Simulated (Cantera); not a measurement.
Thermodynamics of iron carbonyl, mercury and lead vapours, feed Hg + H2 + N2

Feed: 1 mol Hg, 0.15 mol H2, 19 mol N2, held at 1175 °C and 76.0 mbar.

Equilibrium computed with Cantera from the NASA thermochemical tables; the gas is ideal and each condensed phase is pure. Candidate condensed phases: Hg; 10 gas species. Rates play no part.

| Item | Result |
|---|---|
| x(N2) | 0.943 |
| x(Hg) | 0.0496 |
| x(H2) | 0.00744 |
| x(H) | 2.88e-6 |
| gas amount | 20.15 mol |
| log10 activity of Hg(l) (absent) | -5.10 |
